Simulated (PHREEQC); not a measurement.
Consider water at 25 °C with 0.062 mol/kgw NiSO4 and 0.00013 mol/kgw Na2CO3. Closed to the air; pH follows from the charge balance.

All values are PHREEQC results (ion-association model, wateq4f.dat), not measurements.

```json
{
 "pH": "6.87",
 "ionic_strength": "0.142 mol/kgw",
 "total_alkalinity": "0.260 meq/kg"
}
```

| species | molality | activity | log γ |
|---|---|---|---|
| SO4-2 | 0.0354 | 0.0117 | -0.480 |
| Ni+2 | 0.0354 | 0.0120 | -0.471 |
| NiSO4 | 0.0264 | 0.0273 | 0.014 |
| Na+ | 0.000246 | 0.000187 | -0.118 |
| NiCO3 | 0.000115 | 0.000119 | 0.014 |
| Ni(SO4)2-2 | 5.09e-5 | 1.72e-5 | -0.471 |
| NiOH+ | 1.59e-5 | 1.22e-5 | -0.118 |
| NaSO4- | 1.43e-5 | 1.10e-5 | -0.115 |
| NiHCO3+ | 8.41e-6 | 6.42e-6 | -0.118 |
| HCO3- | 5.07e-6 | 3.89e-6 | -0.115 |
| CO2 | 1.15e-6 | 1.19e-6 | 0.014 |
| HSO4- | 2.05e-7 | 1.54e-7 | -0.123 |
| H+ | 1.67e-7 | 1.36e-7 | -0.091 |

This is a speciation only: nothing precipitates in the calculation. Examples of supersaturated solids here: Ni(OH)2. Others may be too. Complexes and solids missing from the database can't appear.
